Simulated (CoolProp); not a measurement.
Model: reference Helmholtz-energy equation of state, Zhou 2014, in CoolProp.

### Question
Give the vapour pressure (MPa), vapour density (kg/m³), liquid viscosity (µPa s), vapour viscosity (µPa s) of saturated cyclohexane at 441.3 K.

### Answer
```tsv
T (K)	p (MPa)	vapour density (kg/m³)	liquid viscosity (µPa s)	vapour viscosity (µPa s)
441.3	0.783	21.3	175	10.2
```

Viscosity comes from a separate model (Tariq 2014).
